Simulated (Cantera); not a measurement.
Input: 1 mol CH3Cl, 0.58 mol HCl, held at 873 K and 13000 Pa.

Equilibrium computed with Cantera from the NASA thermochemical tables; the gas is ideal and each condensed phase is pure. Candidate condensed phases: C, C6H6, C7H8, C8H18; 91 gas species. Rates play no part.

**Question.** What is the equilibrium state?

**Answer.** 
| Item | Result |
|---|---|
| x(HCl) | 0.617 |
| x(H2) | 0.374 |
| x(CH4) | 0.00818 |
| n(C(graphite)) | 0.979 mol |
| gas amount | 2.559 mol |
